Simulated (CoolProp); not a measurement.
A Linde-Hampson liquefier for oxygen: isothermal reversible compression at 280 K from 1 atm to 30 MPa, throttling to 1 atm, return gas leaving the recuperator 2 K below the feed. Each further row changes one setting.

Values from CoolProp's reference Helmholtz-energy equation of state, Schmidt 1985.

```json
[
 {"case": "as stated", "liquid yield per pass": "…", "compression work (kJ/kg of gas)": "402"},
 {"case": "high pressure 60 MPa", "liquid yield per pass": "0.190", "compression work (kJ/kg of gas)": "…"},
 {"case": "warm-end temperature 310 K", "liquid yield per pass": "…", "compression work (kJ/kg of gas)": "…"},
 {"case": "warm-end gap 7 K", "liquid yield per pass": "…", "compression work (kJ/kg of gas)": "402"}
]
```

Complete the blanks.


- as stated, liquid yield per pass: 0.162
- high pressure 60 MPa, compression work (kJ/kg of gas): 457
- warm-end temperature 310 K, liquid yield per pass: 0.121
- warm-end temperature 310 K, compression work (kJ/kg of gas): 452
- warm-end gap 7 K, liquid yield per pass: 0.152

Above 300 K oxygen's equation is extrapolated.
